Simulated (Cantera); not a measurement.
Input: 1 mol Mg(OH)₂, 0.0068 mol C, 6.3 mol CO₂, held at 1923 K.

Equilibrium computed with Cantera from the NASA thermochemical tables; the gas is ideal and each condensed phase is pure. Candidate condensed phases: C, C₆H₆, C₇H₈, C₈H₁₈, H₂O, Mg, MgCO₃, MgO, Mg(OH)₂; 116 gas species. The numbers say what is thermodynamically allowed, not how fast it happens.

x: gas mole fraction; n: condensed amount in mol.

```json
[
 {"P (Pa)": "10", "x CO₂": "0.625", "x CO": "0.154", "x H₂O": "0.108", "x O₂": "0.0750", "x OH": "0.0111", "x O": "0.00991", "n MgO(s)": "0.977"},
 {"P (Pa)": "52", "x CO₂": "0.717", "x CO": "0.0979", "x H₂O": "0.121", "x O₂": "0.0473", "x OH": "0.00693", "x O": "0.00345", "n MgO(s)": "0.998"},
 {"P (Pa)": "270", "x CO₂": "0.776", "x CO": "0.0597", "x H₂O": "0.128", "x O₂": "0.0287", "x OH": "0.00417", "x O": "0.00118", "n MgO(s)": "1.000"},
 {"P (Pa)": "1400", "x CO₂": "0.811", "x CO": "0.0357", "x H₂O": "0.132", "x O₂": "0.0169", "x OH": "0.00246", "x O": "0.000397", "n MgO(s)": "1.000"},
 {"P (Pa)": "7200", "x CO₂": "0.833", "x CO": "…", "x H₂O": "0.134", "x O₂": "…", "x OH": "…", "x O": "…", "n MgO(s)": "1.000"},
 {"P (Pa)": "37000", "x CO₂": "0.845", "x CO": "0.0127", "x H₂O": "0.135", "x O₂": "0.00546", "x OH": "0.000828", "x O": "4.40e-5", "n MgO(s)": "1.000"},
 {"P (Pa)": "190000", "x CO₂": "0.853", "x CO": "…", "x H₂O": "0.136", "x O₂": "…", "x OH": "…", "x O": "…", "n MgO(s)": "1.000"},
 {"P (Pa)": "1000000", "x CO₂": "0.857", "x CO": "0.00477", "x H₂O": "0.136", "x O₂": "0.00148", "x OH": "0.000263", "x O": "4.40e-6", "n MgO(s)": "1.000"}
]
```

Task: Some entries are withheld; supply them.

Result: 
- 7200, x CO: 0.0213
- 7200, x O₂: 0.00973
- 7200, x OH: 0.00143
- 7200, x O: 0.000133
- 190000, x CO: 0.00771
- 190000, x O₂: 0.00295
- 190000, x OH: 0.000473
- 190000, x O: 1.43e-5
